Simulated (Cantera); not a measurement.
A Cantera script and what it prints.

```python
import numpy as np
import cantera as ct

gas_names = """
    B BCL BCL2 BCL3 BO BOCL BO2 B2 B2O B2O2 B2O3 B3O3CL3 CL CLO CL2 O O2 O3 Si SiCL SiCL2 SiCL3 SiCL4
    SiO SiO2 Si2 Si3
""".split()
cond_names = """
    B(b) B(L) B2O3(L) Si(cr) Si(L) SiO2(Lqz) SiO2(hqz) SiO2(L)
""".split()


# ... load() reads the species with a 1 bar reference pressure and builds the phases ...
atoms = {
    'SiO2': {'Si': 1, 'O': 2},
    'BCl3': {'B': 1, 'CL': 3},
    'O2': {'O': 2},
}
top_T = {}  # K; cautious upper limits of use, not melting points


# ... equilibrate(T, P, feed) seeds the gas with the atoms and calls Mixture.equilibrate('TP', solver="vcs", rtol=1e-11, max_steps=5000) ...
results = []
feed = {'SiO2': 1, 'BCl3': 1.4, 'O2': 18}  # mol
P = 630  # Pa
for T in [823, 923, 1023, 1123, 1223, 1323, 1423, 1523, 1623, 1723, 1823, 1923]:
    mix = equilibrate(T, P, feed)
    results.append((T, P, feed, dict(zip(mix.species_names, mix.species_moles))))

top = {s: max(r[3][s] / sum(r[3][g] for g in gas_names) for r in results) for s in gas_names}
cols = sorted((s for s in top if top[s] > 1e-05), key=lambda s: -top[s])[:6]
seen = [c for c in cond_names if any(r[3].get(c, 0) > 1e-12 for r in results)]
print("log10 of partial pressures in bar; condensed amounts in mol")
print(f"{'T/K':>10s}" + "".join(f"{s[:9]:>10s}" for s in cols + seen))
for T, P, feed, n in results:
    ng = sum(n[g] for g in gas_names)
    print(f"{T:10.4g}" + "".join(f"{np.log10(max(n[s] / ng * P / 1e5, 1e-99)):10.3f}" for s in cols)
          + "".join(f"{n.get(c, 0):10.4g}" for c in seen))
```

Output:

```
log10 of partial pressures in bar; condensed amounts in mol
       T/K        O2        CL       CL2      B2O3       BO2         O   B2O3(L) SiO2(Lqz) SiO2(hqz)   SiO2(L)
       823    -2.251    -6.383    -3.158   -15.983   -15.060   -13.764       0.7         1         0         0
       923    -2.251    -5.532    -3.159   -13.215   -12.748   -12.030       0.7         0         1         0
      1023    -2.252    -4.846    -3.163   -11.008   -10.896   -10.633       0.7         0         1         0
      1123    -2.253    -4.287    -3.177    -9.209    -9.382    -9.483       0.7         0         1         0
      1223    -2.257    -3.830    -3.213    -7.716    -8.121    -8.522    0.6999         0         1         0
      1323    -2.263    -3.467    -3.297    -6.459    -7.057    -7.707    0.6982         0         1         0
      1423    -2.274    -3.202    -3.464    -5.387    -6.147    -7.008    0.6827         0         1         0
      1523    -2.287    -3.040    -3.746    -4.463    -5.361    -6.402    0.5679         0         1         0
      1623    -2.306    -2.974    -4.146    -3.731    -4.713    -5.874         0         0         1         0
      1723    -2.310    -2.942    -4.556    -3.751    -4.470    -5.400         0         0         0         1
      1823    -2.313    -2.931    -4.954    -3.778    -4.259    -4.978         0         0         0         1
      1923    -2.315    -2.927    -5.325    -3.817    -4.076    -4.599         0         0         0    0.9996
```

Cantera equilibrium calculation (NASA polynomials, part measured and part estimated; ideal gas, pure solids and liquids). Mutual solubility and eutectic melting of coexisting phases are not modelled. The tables' values for BOCl, SiO2 are old estimates; treat these amounts as uncertain. The tables hold silica as quartz up to 1696 K and as liquid above; real silica turns to tridymite and cristobalite and melts near 1996 K. Condensed phases not in the tables: borates and borosilicate glass, alloys, solid solutions and most ternary compounds.
